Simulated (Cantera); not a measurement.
A Cantera script and what it prints.

```python
import numpy as np
import cantera as ct

gas_names = """
    B BH BH2 BH3 BN B2 H H2 N NH NH2 NH3 N2 N2H2 N2H4
""".split()
cond_names = """
    B(b) B(L) BN(s)
""".split()


# ... load() reads the species with a 1 bar reference pressure and builds the phases ...
atoms = {
    'borazine': {'B': 3, 'N': 3, 'H': 6},
    'N2': {'N': 2},
    'H2': {'H': 2},
}
top_T = {'BN(s)': 3200}  # K; cautious upper limits of use, not melting points


# ... equilibrate(T, P, feed) seeds the gas with the atoms and calls Mixture.equilibrate('TP', solver="vcs", rtol=1e-11, max_steps=5000) ...
results = []
feed = {'borazine': 1, 'N2': 0.65, 'H2': 160}  # mol
P = 13332.2  # Pa
for T in [1148, 1248, 1348, 1448, 1548, 1648, 1748, 1848, 1948, 2048, 2148, 2248]:
    mix = equilibrate(T, P, feed)
    results.append((T, P, feed, dict(zip(mix.species_names, mix.species_moles))))
    x = sorted(zip(gas.X, gas.species_names), reverse=True)
    print(f"T = {T:g} K  P = {P:g} Pa  gas = {mix.phase_moles(0):.4g} mol")
    print("   x: " + "  ".join(f"{s} {v:.3e}" for v, s in x if v > 1e-06))
    print("   condensed (mol): " + ("  ".join(f"{mix.phase(i).name} {mix.phase_moles(i):.4g}"
          for i in range(1, mix.n_phases) if mix.phase_moles(i) > 1e-12) or "none"))
```

Result:

```
T = 1148 K  P = 13332.2 Pa  gas = 163.6 mol
   x: H2 9.960e-01  N2 3.971e-03  NH3 2.057e-06
   condensed (mol): BN(s) 3
T = 1248 K  P = 13332.2 Pa  gas = 163.6 mol
   x: H2 9.960e-01  N2 3.971e-03  NH3 1.286e-06  H 1.276e-06
   condensed (mol): BN(s) 3
T = 1348 K  P = 13332.2 Pa  gas = 163.7 mol
   x: H2 9.960e-01  N2 3.971e-03  H 6.324e-06
   condensed (mol): BN(s) 3
T = 1448 K  P = 13332.2 Pa  gas = 163.7 mol
   x: H2 9.960e-01  N2 3.972e-03  H 2.519e-05
   condensed (mol): BN(s) 3
T = 1548 K  P = 13332.2 Pa  gas = 163.7 mol
   x: H2 9.959e-01  N2 3.972e-03  H 8.416e-05
   condensed (mol): BN(s) 3
T = 1648 K  P = 13332.2 Pa  gas = 163.7 mol
   x: H2 9.958e-01  N2 3.972e-03  H 2.434e-04
   condensed (mol): BN(s) 3
T = 1748 K  P = 13332.2 Pa  gas = 163.7 mol
   x: H2 9.954e-01  N2 3.973e-03  H 6.243e-04  BH2 4.832e-06
   condensed (mol): BN(s) 2.999
T = 1848 K  P = 13332.2 Pa  gas = 163.8 mol
   x: H2 9.945e-01  N2 3.982e-03  H 1.448e-03  BH2 2.489e-05  BH3 1.165e-06
   condensed (mol): BN(s) 2.996
T = 1948 K  P = 13332.2 Pa  gas = 163.9 mol
   x: H2 9.928e-01  N2 4.021e-03  H 3.084e-03  BH2 1.075e-04  BH3 3.546e-06
   condensed (mol): BN(s) 2.982
T = 2048 K  P = 13332.2 Pa  gas = 164.2 mol
   x: H2 9.893e-01  H 6.100e-03  N2 4.163e-03  BH2 3.959e-04  BH3 9.500e-06  B 1.425e-06
   condensed (mol): BN(s) 2.933
T = 2148 K  P = 13332.2 Pa  gas = 165.1 mol
   x: H2 9.808e-01  H 1.130e-02  N2 6.896e-03  BH2 1.011e-03  BH3 1.813e-05  B 9.882e-06  BH 4.931e-06
   condensed (mol): B(b) 0.8045  BN(s) 2.023
T = 2248 K  P = 13332.2 Pa  gas = 166.8 mol
   x: H2 9.657e-01  H 1.977e-02  N2 1.289e-02  BH2 1.597e-03  B 3.906e-05  BH3 2.189e-05  BH 1.426e-05
   condensed (mol): B(b) 2.721
```

Equilibrium computed with Cantera from the NASA thermochemical tables; the gas is ideal and each condensed phase is pure. The feed counts by its element totals alone. Mutual solubility and eutectic melting of coexisting phases are not modelled. The tables' values for BH2 are old estimates; treat these amounts as uncertain. Gases not in the tables: B2H6 and higher boranes.
